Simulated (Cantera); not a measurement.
Mixture: 16.0 % CO, 17.6 % H2, 14.0 % O2, 52.5 % N2, equivalence ratio 1.2, at 750 Torr, adiabatic and at constant volume. Ignition delay is the time to a rise of 400 K.

Computed with Cantera and GRI-Mech 3.0 (53 species, 325 reactions). Where the delays flatten at high temperature, the 400 K rule measures the pace of heat release, not the induction time.

Question: Predict: delay at 1100 K; delay at 1200 K; delay at 1300 K; delay at 1400 K; delay at 1500 K.

Answer: 
```json
{
  "delay at 1100 K": "98.8 µs",
  "delay at 1200 K": "52.9 µs",
  "delay at 1300 K": "34.2 µs",
  "delay at 1400 K": "25.0 µs",
  "delay at 1500 K": "20.1 µs"
}
```
